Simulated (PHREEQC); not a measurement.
A PHREEQC input (ion-association model, phreeqc.dat):

```
SOLUTION 1
  temp 30
  units mg/L
  pH 5.9
  pe 9.4
  Na 0.00759
  K 0.0054
  Ca 0.0111
  Mg 0.00145
  Cl 0.00994
  S(6) 0.0104 as SO4
  Alkalinity 0.0417 as HCO3
  O(0) 2.31e-05
END
USE solution 2
EQUILIBRIUM_PHASES 1
  CO2(g) -2 10
END
```

It stops with these messages:

```
ERROR: Solution 2 not found.
```

The fault: USE names a solution that was never defined. The line should read `USE solution 1` where the input has `USE solution 2`. With the mend the run ends at pH 4.94 and ionic strength 1.32e-5 mol/kgw.
